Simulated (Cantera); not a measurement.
**Reactions in the system N-O-V**

Cantera with NASA thermochemical tables; ideal gases at 1 bar, condensed phases pure. Values are per mole of reaction as written; species without (g) are pure solids or liquids, kept so even where they would boil at 1 bar.

5 N₂(g) + 2 V₂O₅ = 4 V + 10 NO(g)

```json
[
 {"T (K)": "1548", "ΔH° (kJ)": "3803.4", "ΔS° (J/K)": "769.1", "ΔG° (kJ)": "2612.8", "log10 K": "-88.16"},
 {"T (K)": "1598", "ΔH° (kJ)": "3800.6", "ΔS° (J/K)": "767.3", "ΔG° (kJ)": "2574.4", "log10 K": "-84.15"},
 {"T (K)": "1648", "ΔH° (kJ)": "3798.0", "ΔS° (J/K)": "765.7", "ΔG° (kJ)": "2536.1", "log10 K": "-80.38"},
 {"T (K)": "1698", "ΔH° (kJ)": "3795.5", "ΔS° (J/K)": "764.2", "ΔG° (kJ)": "2497.8", "log10 K": "-76.84"},
 {"T (K)": "1748", "ΔH° (kJ)": "3793.1", "ΔS° (J/K)": "762.9", "ΔG° (kJ)": "2459.7", "log10 K": "-73.50"}
]
```
